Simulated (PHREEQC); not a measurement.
## Copper plating or etch bath: speciation

Dissolve 0.11 mol/kgw Cu(NO3)2, 0.21 mol/kgw HNO3 and 0.00072 mol/kgw Na2SO4 at 25 °C. Closed to the air; pH follows from the charge balance.

All values are PHREEQC results (ion-association model, phreeqc.dat), not measurements.

pH: 0.80
ionic strength: 0.541 mol/kgw
activity of water: 0.987
specific conductance: 79100 µS/cm
density: 1.021 g/cm³
total alkalinity: -210 meq/kg

```tsv
species	molality	activity	log γ
NO3-	0.430	0.261	-0.217
H+	0.209	0.160	-0.118
Cu+2	0.110	0.0268	-0.612
Na+	0.00144	0.00103	-0.145
HSO4-	0.000491	0.000361	-0.133
SO4-2	0.000117	2.32e-5	-0.701
CuSO4	0.000112	0.000127	0.054
NaSO4-	1.75e-7	1.20e-7	-0.163
CuOH+	2.57e-9	1.66e-9	-0.191
```

This is a speciation only: nothing precipitates in the calculation.
